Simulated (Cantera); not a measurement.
An isothermal, constant-pressure homogeneous reactor starts with CH₄ : H₂ : H = 0.035 : 1 : 0.0032 (molar parts), at 2050 K and 0.0690 bar.

Computed with Cantera and GRI-Mech 3.0 (53 species, 325 reactions). GRI-Mech 3.0 stops at C3 and has no aromatics, soot or wall deposition, so with more carbon than oxygen in the feed, carbon stays in small species such as C2H2 where larger ones or solid carbon would form.

x: mole fraction; the columns are a selection and need not sum to one.

| t (s) | x CH₄ | x H₂ | x H | x C₂H | x C₂H₂ | x CH₃ |
|---|---|---|---|---|---|---|
| 3.00e-5 | 0.0324 | 0.964 | 0.00197 | 3.91e-11 | 8.75e-7 | 0.00129 |
| 0.000159 | 0.0319 | 0.964 | 0.00245 | … | 3.69e-5 | 0.00158 |
| 0.000845 | 0.0287 | 0.963 | 0.00439 | … | 0.000964 | 0.00255 |
| 0.00448 | 0.0151 | 0.969 | 0.00634 | … | 0.00795 | 0.00192 |
| 0.0238 | 0.00304 | 0.974 | 0.00767 | … | 0.0146 | 0.000467 |
| 0.126 | 0.000441 | 0.975 | 0.00848 | 3.07e-6 | 0.0160 | 7.50e-5 |
| 0.669 | 0.000111 | 0.975 | 0.00859 | 3.14e-6 | 0.0162 | 1.91e-5 |
| 3.55 | 9.62e-5 | 0.975 | 0.00859 | 3.15e-6 | 0.0162 | 1.66e-5 |
| 18.8 | 9.62e-5 | 0.975 | 0.00859 | 3.15e-6 | 0.0162 | 1.66e-5 |
| 100 | 9.62e-5 | 0.975 | 0.00859 | 3.15e-6 | 0.0162 | 1.66e-5 |

Fill in the missing entries.


- 0.000159, x C₂H: 2.07e-9
- 0.000845, x C₂H: 9.69e-8
- 0.00448, x C₂H: 1.15e-6
- 0.0238, x C₂H: 2.53e-6
